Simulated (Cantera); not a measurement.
A Cantera script and what it prints.

```python
import numpy as np
import cantera as ct

gas_names = """
    C CO CO2 C2 C2O C3 C3O2 C4 C5 Cu CuO Cu2 O O2 O3
""".split()
cond_names = """
    C(gr) Cu(cr) Cu(L) CuO(s) Cu2O(s) Cu2O(L)
""".split()


# ... load() reads the species with a 1 bar reference pressure and builds the phases ...
atoms = {
    'Cu': {'Cu': 1},
    'CO': {'C': 1, 'O': 1},
}
top_T = {'C(gr)': 4500, 'CuO(s)': 1390}  # K; cautious upper limits of use, not melting points


# ... equilibrate(T, P, feed) seeds the gas with the atoms and calls Mixture.equilibrate('TP', solver="vcs", rtol=1e-11, max_steps=5000) ...
results = []
feed = {'Cu': 1, 'CO': 0.13}  # mol
P = 1000  # Pa
for T in [1000, 1050, 1100, 1150, 1200, 1250, 1300, 1350, 1400, 1450, 1500]:
    mix = equilibrate(T, P, feed)
    results.append((T, P, feed, dict(zip(mix.species_names, mix.species_moles))))

top = {s: max(r[3][s] / sum(r[3][g] for g in gas_names) for r in results) for s in gas_names}
cols = sorted((s for s in top if top[s] > 0.001), key=lambda s: -top[s])[:6]
seen = [c for c in cond_names if any(r[3].get(c, 0) > 1e-12 for r in results)]
print("log10 of partial pressures in bar; condensed amounts in mol")
print(f"{'T/K':>10s}" + "".join(f"{s[:9]:>10s}" for s in cols + seen))
for T, P, feed, n in results:
    ng = sum(n[g] for g in gas_names)
    print(f"{T:10.4g}" + "".join(f"{np.log10(max(n[s] / ng * P / 1e5, 1e-99)):10.3f}" for s in cols)
          + "".join(f"{n.get(c, 0):10.4g}" for c in seen))
```

It prints:

```
log10 of partial pressures in bar; condensed amounts in mol
       T/K        CO       CO2     C(gr)    Cu(cr)     Cu(L)
      1000    -2.002    -4.251 0.0007252         1         0
      1050    -2.001    -4.672 0.0002761         1         0
      1100    -2.000    -5.055 0.0001144         1         0
      1150    -2.000    -5.404 5.122e-05         1         0
      1200    -2.000    -5.724 2.456e-05         1         0
      1250    -2.000    -6.017 1.251e-05         1         0
      1300    -2.000    -6.286 6.722e-06         1         0
      1350    -2.000    -6.535  3.79e-06         1         0
      1400    -2.000    -6.766  2.23e-06         0         1
      1450    -2.000    -6.980 1.363e-06         0         1
      1500    -2.000    -7.179 8.621e-07         0    0.9999
```

Method: chemical equilibrium by Gibbs-energy minimisation in Cantera with the NASA 1993 tables (ideal gas, pure condensed phases).
